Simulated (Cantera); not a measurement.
What does this Cantera script print?

```python
import numpy as np
import cantera as ct

gas_names = [...]  # 136 gases of nasa_gas.yaml made of C, H, N, O
cond_names = """
    C(gr) C6H6(L) C7H8(L) C8H18(L),n-octa H2O(s) H2O(L)
""".split()


# ... load() reads the species with a 1 bar reference pressure and builds the phases ...
atoms = {
    'CH3OH': {'C': 1, 'H': 4, 'O': 1},
    'NH3': {'N': 1, 'H': 3},
    'N2': {'N': 2},
}
top_T = {'C(gr)': 4500}  # K; cautious upper limits of use, not melting points


# ... equilibrate(T, P, feed) seeds the gas with the atoms and calls Mixture.equilibrate('TP', solver="vcs", rtol=1e-11, max_steps=5000) ...
results = []
feed = {'CH3OH': 1, 'NH3': 0.012, 'N2': 10}  # mol
P = 320000  # Pa
for T in [500, 650, 800, 950, 1100, 1250, 1400, 1550]:
    mix = equilibrate(T, P, feed)
    results.append((T, P, feed, dict(zip(mix.species_names, mix.species_moles))))

top = {s: max(r[3][s] / sum(r[3][g] for g in gas_names) for r in results) for s in gas_names}
cols = sorted((s for s in top if top[s] > 0.001), key=lambda s: -top[s])[:7]
seen = [c for c in cond_names if any(r[3].get(c, 0) > 1e-12 for r in results)]
print("log10 of partial pressures in bar; condensed amounts in mol")
print(f"{'T/K':>10s}" + "".join(f"{s[:9]:>10s}" for s in cols + seen))
for T, P, feed, n in results:
    ng = sum(n[g] for g in gas_names)
    print(f"{T:10.4g}" + "".join(f"{np.log10(max(n[s] / ng * P / 1e5, 1e-99)):10.3f}" for s in cols)
          + "".join(f"{n.get(c, 0):10.4g}" for c in seen))
```

Output:

```
log10 of partial pressures in bar; condensed amounts in mol
       T/K        N2        H2        CO       H2O       CH4       CO2     C(gr)
       500     0.444    -2.094    -5.194    -0.642    -0.791    -1.605    0.3276
       650     0.439    -1.129    -2.994    -0.717    -0.843    -1.389    0.3252
       800     0.426    -0.614    -1.629    -0.873    -1.099    -1.264     0.408
       950     0.406    -0.392    -0.860    -1.282    -1.560    -1.496    0.2229
      1100     0.394    -0.325    -0.641    -2.014    -2.095    -2.336   0.02514
      1250     0.391    -0.310    -0.615    -2.711    -2.615    -3.210         0
      1400     0.391    -0.306    -0.611    -3.115    -3.209    -3.756         0
      1550     0.391    -0.306    -0.611    -3.283    -3.853    -4.035         0
```

Equilibrium computed with Cantera from the NASA thermochemical tables; the gas is ideal and each condensed phase is pure.
